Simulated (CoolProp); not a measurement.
A single-stage vapour-compression cycle with fluoroethane (R161): evaporating at 253.15 K (dew point), condensing at 287.15 K (bubble point), superheat 0 K, subcooling 5 K, compressor efficiency 0.9, no pressure losses. Each further row changes one setting.

Model: reference Helmholtz-energy equation of state, Wu 2012, in CoolProp.

```
case                              cooling COP  pressure ratio  discharge temperature (K)  refrigerating effect (kJ/kg)  volumetric capacity (kJ/m³)
--------------------------------  -----------  --------------  -------------------------  ----------------------------  ---------------------------
as stated                                6.04            3.17                      309.3                           344                         1780
evaporating temperature 258.15 K         7.35            2.62                      305.5                           348                         2150
condensing temperature 282.15 K          7.23            2.73                      301.7                           355                         1830
subcooling 10 K                          6.23            3.17                      309.3                           355                         1830
superheat 10 K                           5.97            3.17                      319.4                           356                         1750
compressor efficiency 0.8                5.37            3.17                      314.2                           344                         1780
```
